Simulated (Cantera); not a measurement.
Input: 1 mol Si2Cl6, 1.9 mol HCl, 520 mol H2, at 602 °C and 0.490 bar.

Cantera equilibrium calculation (NASA polynomials, part measured and part estimated; ideal gas, pure solids and liquids). Candidate condensed phases: Si; 19 gas species. The feed counts by its element totals alone. Kinetics and transport are ignored.

Base state: H2 0.994, HCl 0.00206, SiHCl3 0.00187, SiCl4 0.00177, SiH2Cl2 0.000180 (mole fractions); condensed: gas only.

Question: What changes in the equilibrium state with this change: HCl from 1.9 to 0.61 mol?

Answer: 
```json
[
 {"species": "H2", "before": "0.994", "after": "0.995"},
 {"species": "SiHCl3", "before": "0.00187", "after": "0.00190"},
 {"species": "HCl", "before": "0.00206", "after": "0.00143"},
 {"species": "SiCl4", "before": "0.00177", "after": "0.00125"},
 {"species": "SiH2Cl2", "before": "0.000180", "after": "0.000264"},
 {"species": "Si(s), mol", "before": "0", "after": "0.212"}
]
```
